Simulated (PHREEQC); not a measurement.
0.23 g of hydrous ferric oxide (600 m²/g; 0.2 weak and 0.005 strong sites per Fe, Dzombak-Morel constants, diffuse double layer) in 1 kg of water with 0.05 mol/kgw of an inert sodium salt and 0.66 mmol/kgw NiCl2 and 0.034 mmol/kgw BaCl2, at 25 °C; the pH is set by adding NaOH or the inert anion's acid. Oxygen alone is held at its pressure in air (log pO2 = -0.68). CO2 from the air is kept out. Precipitation was switched off in this run.

All values are PHREEQC results (ion-association model, wateq4f.dat), not measurements.

Problem. Predict Ni sorbed (%), surface charge σ (C/m²) at pH = 4.38, 4.75.

Solution. 
```json
[
 {"pH": "4.38", "Ni sorbed (%)": "0.0", "surface charge σ (C/m²)": "0.254"},
 {"pH": "4.75", "Ni sorbed (%)": "0.1", "surface charge σ (C/m²)": "0.211"}
]
```

Along this series the solution becomes supersaturated in solids that the run did not let form, among them Ni(OH)2.
